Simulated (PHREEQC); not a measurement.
Copper plating or etch bath: an equilibrium model

Solution (25 °C): 110 mmol/kgw CuSO4, 2.7 mmol/kgw H2SO4 and 99 mmol/kgw FeCl3. Closed to the air; pH follows from the charge balance.

The numbers come from PHREEQC with the ion-association model, wateq4f.dat.

```json
{
 "pH": "2.21",
 "ionic_strength": "0.477 mol/kgw",
 "activity_of_water": "0.992",
 "total_alkalinity": "-203 meq/kg"
}
```

| species | molality | activity | log γ |
|---|---|---|---|
| Cl- | 0.258 | 0.167 | -0.189 |
| Cu+2 | 0.0782 | 0.0198 | -0.597 |
| FeSO4+ | 0.0549 | 0.0376 | -0.165 |
| SO4-2 | 0.0231 | 0.00483 | -0.679 |
| CuSO4 | 0.0175 | 0.0195 | 0.048 |
| FeCl+2 | 0.0164 | 0.00358 | -0.660 |
| CuCl+ | 0.0136 | 0.00890 | -0.185 |
| H+ | 0.00800 | 0.00613 | -0.116 |
| Fe+3 | 0.00782 | 0.000709 | -1.042 |
| Fe(SO4)2- | 0.00541 | 0.00396 | -0.135 |
| HSO4- | 0.00429 | 0.00287 | -0.174 |
| FeCl2+ | 0.00365 | 0.00267 | -0.135 |

This is a speciation only: nothing precipitates in the calculation. The solution is supersaturated, for example in Hematite (slow to form), Goethite (slow to form), so a real one may precipitate; this is no full list. Complexes and solids missing from the database can't appear.
